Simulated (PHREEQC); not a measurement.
Solution (25 °C): 0.00011 mol/kgw Ag2SO4, 0.00035 mol/kgw NaNO3 and 0.12 mol/kgw Zn(NO3)2. Closed to the air; pH follows from the charge balance.

Model: ion-association model, wateq4f.dat, run in PHREEQC.

```json
[
 {"quantity": "pH", "before": "5.21", "after": "5.38"},
 {"quantity": "ZnOH+ (mol/kgw)", "before": "7.95e-6", "after": "5.38e-6"},
 {"quantity": "Zn(OH)2 (mol/kgw)", "before": "9.88e-9", "after": "2.16e-8"},
 {"quantity": "SI of Zincite(c) (ZnO)", "before": "-2.21", "after": "-2.42"}
]
```

Question: Which change was made?
A. 0.0042 mol/kgw Na2CO3 added
B. Ag2SO4 replaced by AgNO3 at the same molality
C. Ag2SO4 replaced by KHSO4 at the same molality
D. temperature from 25 to 15 °C

Answer: D, temperature from 25 to 15 °C

Precipitation was switched off in this run.
